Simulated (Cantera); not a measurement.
A closed system holds: 1 mol Si, 1.5 mol HCl, 9.5 mol H2, equilibrated at 12.0 bar.

These are equilibrium values from Cantera (NASA tables, ideal gas, pure condensed phases), not measurements of a reactor. Candidate condensed phases: Si; 19 gas species. Gases not in the tables: Si2H6 and higher silanes. Equilibrium is a limit: real reactors are often held back by kinetics, nucleation or transport.

**Question.** What share of the Si ends up in condensed phases as a function of T (K), at 1100, 1150, 1200, 1250, 1300, 1350, 1400, 1450, 1500, 1550, 1600?

**Answer.** 
```
T (K)  Si condensed (%)     as
-----  ----------------  -----
1100               55.8  Si(s)
1150               56.7  Si(s)
1200               57.8  Si(s)
1250               59.0  Si(s)
1300               60.4  Si(s)
1350               61.7  Si(s)
1400               63.1  Si(s)
1450               64.3  Si(s)
1500               65.4  Si(s)
1550               66.2  Si(s)
1600               66.9  Si(s)
```
